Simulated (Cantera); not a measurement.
What does this Cantera script print?

```python
import numpy as np
import cantera as ct

gas_names = """
    AL ALH ALN AL2 H H2 N NH NH2 NH3 N2 N2H2 N2H4
""".split()
cond_names = """
    AL(cr) AL(L) ALN(s)
""".split()


# ... load() reads the species with a 1 bar reference pressure and builds the phases ...
atoms = {
    'AlN': {'AL': 1, 'N': 1},
    'H2': {'H': 2},
    'N2': {'N': 2},
}
top_T = {'ALN(s)': 2750}  # K; cautious upper limits of use, not melting points


# ... equilibrate(T, P, feed) seeds the gas with the atoms and calls Mixture.equilibrate('TP', solver="vcs", rtol=1e-11, max_steps=5000) ...
results = []
T = 1550  # K
P = 4.7  # Pa
for m in [47, 83, 120, 150, 190, 220, 260, 290, 330, 370, 400]:
    feed = {'AlN': 1, 'H2': m, 'N2': 47}  # mol
    mix = equilibrate(T, P, feed)
    results.append((T, P, feed, dict(zip(mix.species_names, mix.species_moles))))
    x = sorted(zip(gas.X, gas.species_names), reverse=True)
    print(f"T = {T:g} K  P = {P:g} Pa  n(H2) = {m:g} mol  gas = {mix.phase_moles(0):.4g} mol")
    print("   x: " + "  ".join(f"{s} {v:.3e}" for v, s in x if v > 0.0001))
    print("   condensed (mol): " + ("  ".join(f"{mix.phase(i).name} {mix.phase_moles(i):.4g}"
          for i in range(1, mix.n_phases) if mix.phase_moles(i) > 1e-12) or "none"))
```

Result:

```
T = 1550 K  P = 4.7 Pa  n(H2) = 47 mol  gas = 94.35 mol
   x: N2 4.988e-01  H2 4.965e-01  H 3.237e-03  AL 1.410e-03
   condensed (mol): ALN(s) 0.8663
T = 1550 K  P = 4.7 Pa  n(H2) = 83 mol  gas = 130.6 mol
   x: H2 6.339e-01  N2 3.608e-01  H 3.658e-03  AL 1.658e-03
   condensed (mol): ALN(s) 0.7823
T = 1550 K  P = 4.7 Pa  n(H2) = 120 mol  gas = 167.8 mol
   x: H2 7.132e-01  N2 2.810e-01  H 3.880e-03  AL 1.879e-03
   condensed (mol): ALN(s) 0.6829
T = 1550 K  P = 4.7 Pa  n(H2) = 150 mol  gas = 198 mol
   x: H2 7.556e-01  N2 2.384e-01  H 3.993e-03  AL 2.040e-03
   condensed (mol): ALN(s) 0.5937
T = 1550 K  P = 4.7 Pa  n(H2) = 190 mol  gas = 238.3 mol
   x: H2 7.953e-01  N2 1.984e-01  H 4.097e-03  AL 2.236e-03
   condensed (mol): ALN(s) 0.4638
T = 1550 K  P = 4.7 Pa  n(H2) = 220 mol  gas = 268.5 mol
   x: H2 8.172e-01  N2 1.762e-01  H 4.153e-03  AL 2.373e-03
   condensed (mol): ALN(s) 0.3589
T = 1550 K  P = 4.7 Pa  n(H2) = 260 mol  gas = 308.8 mol
   x: H2 8.398e-01  N2 1.535e-01  H 4.210e-03  AL 2.543e-03
   condensed (mol): ALN(s) 0.2098
T = 1550 K  P = 4.7 Pa  n(H2) = 290 mol  gas = 339.1 mol
   x: H2 8.531e-01  N2 1.400e-01  H 4.243e-03  AL 2.663e-03
   condensed (mol): ALN(s) 0.09147
T = 1550 K  P = 4.7 Pa  n(H2) = 330 mol  gas = 379.3 mol
   x: H2 8.679e-01  N2 1.252e-01  H 4.280e-03  AL 2.620e-03
   condensed (mol): none
T = 1550 K  P = 4.7 Pa  n(H2) = 370 mol  gas = 419.4 mol
   x: H2 8.800e-01  N2 1.133e-01  H 4.310e-03  AL 2.369e-03
   condensed (mol): none
T = 1550 K  P = 4.7 Pa  n(H2) = 400 mol  gas = 449.5 mol
   x: H2 8.878e-01  N2 1.057e-01  H 4.329e-03  AL 2.211e-03
   condensed (mol): none
```

Cantera equilibrium calculation (NASA polynomials, part measured and part estimated; ideal gas, pure solids and liquids).
